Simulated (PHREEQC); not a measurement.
A solution holds 0.023 mol/kgw NaH2PO4 and 0.08 mol/kgw KHCO3, at 20 °C. Closed to the air; pH follows from the charge balance.

All values are PHREEQC results (ion-association model, phreeqc.dat), not measurements.

```json
{
 "pH": "6.97",
 "ionic_strength": "0.114 mol/kgw",
 "specific_conductance": "8280 µS/cm",
 "density": "1.005 g/cm³",
 "total_alkalinity": "80.0 meq/kg"
}
```

```json
[
 {"species": "K+", "molality": "0.0793", "activity": "0.0600", "log γ": "-0.121"},
 {"species": "HCO3-", "molality": "0.0664", "activity": "0.0519", "log γ": "-0.107"},
 {"species": "Na+", "molality": "0.0223", "activity": "0.0174", "log γ": "-0.108"},
 {"species": "CO2", "molality": "0.0131", "activity": "0.0134", "log γ": "0.011"},
 {"species": "HPO4-2", "molality": "0.0121", "activity": "0.00441", "log γ": "-0.440"},
 {"species": "H2PO4-", "molality": "0.01000", "activity": "0.00782", "log γ": "-0.107"},
 {"species": "KHPO4-", "molality": "0.000661", "activity": "0.000517", "log γ": "-0.107"},
 {"species": "NaHCO3", "molality": "0.000508", "activity": "0.000522", "log γ": "0.011"}
]
```

Precipitation was switched off in this run.
